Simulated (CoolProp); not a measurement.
Vapour-liquid equilibrium of dimethyl ether (1) + n-hexane (2) at 341 K; x and y are mole fractions of (1).

Computed with CoolProp (multi-fluid Helmholtz-energy mixture model, Wu 2011 and Thol 2019; pair parameters Bell 2016).

| x | bubble pressure (bar) | y at the bubble point | dew pressure at overall composition x (bar) | liquid density (mol/L) |
|---|---|---|---|---|
| 0.05 | 1.889 | 0.485 | 1.038 | 7.302 |
| 0.125 | 3.242 | 0.709 | 1.126 | 7.576 |
| 0.2 | … | 0.801 | … | 7.866 |
| 0.275 | 5.829 | 0.851 | … | 8.173 |
| 0.35 | … | 0.882 | 1.508 | 8.500 |
| 0.425 | 8.186 | 0.904 | 1.699 | 8.849 |
| 0.5 | 9.289 | 0.921 | 1.944 | 9.222 |
| 0.575 | 10.37 | 0.935 | 2.271 | … |
| 0.65 | 11.44 | 0.947 | 2.728 | 10.05 |
| 0.725 | … | 0.958 | 3.412 | 10.52 |
| 0.8 | 13.69 | 0.969 | 4.544 | 11.03 |
| 0.875 | … | 0.980 | 6.725 | 11.59 |
| 0.95 | 16.27 | 0.992 | 11.71 | … |

Fill in the missing entries.


- 0.2, bubble pressure (bar): 4.562
- 0.2, dew pressure at overall composition x (bar): 1.230
- 0.275, dew pressure at overall composition x (bar): 1.355
- 0.35, bubble pressure (bar): 7.036
- 0.575, liquid density (mol/L): 9.622
- 0.725, bubble pressure (bar): 12.54
- 0.875, bubble pressure (bar): 14.92
- 0.95, liquid density (mol/L): 12.21

No azeotrope shows between x = 0.05 and 0.95.

Pair parameters are fitted to limited data, so mixtures are less certain than the pure fluids. The gap from Raoult's law changes sign with composition, which may be real or a fault of the pair parameters; it wasn't checked against measurements.
